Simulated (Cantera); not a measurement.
An adiabatic, constant-pressure homogeneous reactor starts with CH4 : H2 : O2 : N2 = 1 : 0.13 : 0.983 : 3.7 (molar parts), at 1450 K and 3750 Torr. Integrator tolerance rtol = 1e-08.

Model: GRI-Mech 3.0 (53 species, 325 reactions), integrated in Cantera.

```json
[
 {"quantity": "time of steepest temperature rise", "before": "0.437 ms", "after": "0.296 ms"},
 {"quantity": "temperature at 1.00 s", "before": "2462 K", "after": "2448 K"},
 {"quantity": "equilibrium temperature", "before": "2462 K", "after": "2448 K"},
 {"quantity": "x(CH4) at 1.00 s", "before": "5.98e-10 (gas-phase equilibrium 6.76e-10)", "after": "7.66e-10 (gas-phase equilibrium 8.67e-10)"},
 {"quantity": "x(H2) at 1.00 s", "before": "0.183 (gas-phase equilibrium 0.183)", "after": "0.195 (gas-phase equilibrium 0.195)"},
 {"quantity": "x(O2) at 1.00 s", "before": "2.32e-6 (gas-phase equilibrium 2.32e-6)", "after": "1.75e-6 (gas-phase equilibrium 1.75e-6)"},
 {"quantity": "x(C2H6) at 1.00 s", "before": "<1e-12 (gas-phase equilibrium <1e-12)", "after": "<1e-12 (gas-phase equilibrium <1e-12)"},
 {"quantity": "x(CH2CO) at 1.00 s", "before": "<1e-12 (gas-phase equilibrium <1e-12)", "after": "1.00e-12 (gas-phase equilibrium 1.12e-12)"}
]
```

### Question
Name the change that produced these shifts.
A) H2 0.13 to 0.19 parts
B) initial temperature 1450 to 1375 K
C) H2 0.13 to 0.24 parts
D) initial temperature 1450 to 1023 K

### Answer
C, H2 0.13 to 0.24 parts
